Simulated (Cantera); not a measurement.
Gas mixture: 57.9 % C3H8, 42.1 % C2H6, at 10.00 Torr, frozen composition.

Cantera's kinetic-theory transport with the Lennard-Jones parameters of GRI-Mech 3.0, ideal gas; thermal conductivity in the mixture-averaged form. The composition is frozen, though it would react at the higher temperatures.

One state of this run: ρ (kg/m³) = 0.0102; cp (J/kg/K) = 2936; μ (µPa s) = 16.2; λ (mW/m/K) = 63.5; Pr = 0.749; D (cm²/s) NO = 32.6; D (cm²/s) C2H2 = 27.5; D (cm²/s) H2 = 127. D: mixture-averaged diffusion coefficient of that species in the mixture.

**Question.** Which value of T (K) does it belong to?
(A) 1000
(B) 1400
(C) 600
(D) 1200

**Answer.** C, 600
